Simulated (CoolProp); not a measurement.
R410A at 271.7 K and 8.03 MPa is throttled through a valve to 0.38 MPa with no heat exchange. Each further row changes one setting.

Computed with CoolProp (reference Helmholtz-energy equation of state, Lemmon 2003). It is a pseudo-pure fit of the blend.

```
case                       temperature change (K)                       final phase  final density (kg/m³)
-------------------------  ----------------------  --------------------------------  ---------------------
as stated                                   -19.9  two-phase, vapour fraction 0.123                    110
outlet pressure 0.114 MPa                   -47.6  two-phase, vapour fraction 0.255                   18.1
outlet pressure 0.494 MPa                   -12.8  two-phase, vapour fraction 0.084                    193
```
